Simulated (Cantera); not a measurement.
A perfectly stirred reactor is fed with 8.29 % CH4, 19.3 % O2, 72.4 % N2, at 3.70 bar; it is adiabatic with a 423 K inlet, and is followed from long to short residence time, starting on the burning branch (τ in s: 0.35, 0.16, 0.075, 0.035, 0.016, 0.0075, 0.0035, 0.0016, 0.00074, 0.00034, 0.00016, 7.4e-05).

Computed with Cantera and GRI-Mech 3.0 (53 species, 325 reactions).

Predict: blow-out, bracketed by the residence times tried; x(CH4) at τ = 0.350 s; x(O2) at τ = 0.350 s; x(H2) at τ = 0.350 s; x(O) at τ = 0.350 s; x(CH4) at τ = 3.50 ms; x(O2) at τ = 3.50 ms; x(H2) at τ = 3.50 ms; x(O) at τ = 3.50 ms.


```
Item                                                                              Result
------------------------------------------------  --------------------------------------
blow-out, bracketed by the residence times tried  burning at 74.0 µs, the shortest tried
x(CH4) at τ = 0.350 s                                                            4.71e-7
x(O2) at τ = 0.350 s                                                              0.0263
x(H2) at τ = 0.350 s                                                            0.000522
x(O) at τ = 0.350 s                                                             0.000197
x(CH4) at τ = 3.50 ms                                                            2.78e-5
x(O2) at τ = 3.50 ms                                                              0.0286
x(H2) at τ = 3.50 ms                                                             0.00126
x(O) at τ = 3.50 ms                                                             0.000455
```
